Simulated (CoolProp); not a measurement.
Ethylene along the isotherm 249.7 K: density (kg/m³) from the reference equation and from simpler models built on Tc = 282.4 K, pc = 5042 kPa, ω = 0.087; each cubic takes its own stable root.

Computed with CoolProp (reference Helmholtz-energy equation of state, Smukala 2000).

```
p (kPa)   phase  reference  Redlich-Kwong  Soave-Redlich-Kwong  Peng-Robinson
-------  ------  ---------  -------------  -------------------  -------------
39.9        gas     0.5413         0.5412               0.5413         0.5414
62.1        gas     0.8442         0.8442               0.8442         0.8447
96.6        gas      1.318          1.318                1.318          1.319
150         gas      2.057          2.057                2.057          2.060
234         gas      3.237          3.236                3.237          3.243
365         gas      5.119          5.116                5.118          5.135
568         gas      8.146          8.137                8.144          8.185
884         gas      13.17          13.14                13.16          13.26
1380        gas      22.02          21.90                21.96          22.26
2140        gas      39.44          38.78                39.03          39.95
3340     liquid      428.7          382.7                388.3          439.0
5200     liquid      437.6          397.5                402.2          453.7
8090     liquid      448.8          415.1                418.9          471.5
12600    liquid      462.5          435.5                438.5          492.6
```
